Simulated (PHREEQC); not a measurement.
A made-up water analysis in mg/kgw, 15 °C, pH 3.77, pe 10.8:

```json
[
 {"constituent": "Na", "mg/kgw": "103"},
 {"constituent": "K", "mg/kgw": "0.237"},
 {"constituent": "Ca", "mg/kgw": "13.5"},
 {"constituent": "Mg", "mg/kgw": "41.8"},
 {"constituent": "Cl", "mg/kgw": "18.1"},
 {"constituent": "S(6) as SO4", "mg/kgw": "495"},
 {"constituent": "N(5) as NO3", "mg/kgw": "2.07"},
 {"constituent": "O(0) (dissolved oxygen)", "mg/kgw": "0.497"},
 {"constituent": "Al", "mg/kgw": "19.3"}
]
```

Valence states are taken as typed.

The numbers come from PHREEQC with the ion-association model, wateq4f.dat.

This is a speciation only: nothing precipitates in the calculation.

### Question
Predict the ionic strength, charge-balance error.

### Answer
ionic strength 0.0149 mol/kgw; charge-balance error 0.7 %.

### Question
In which forms is Ca present?

### Answer
Ca+2 78 %, CaSO4 22 % of the Ca.

Complexes and solids missing from the database can't appear.
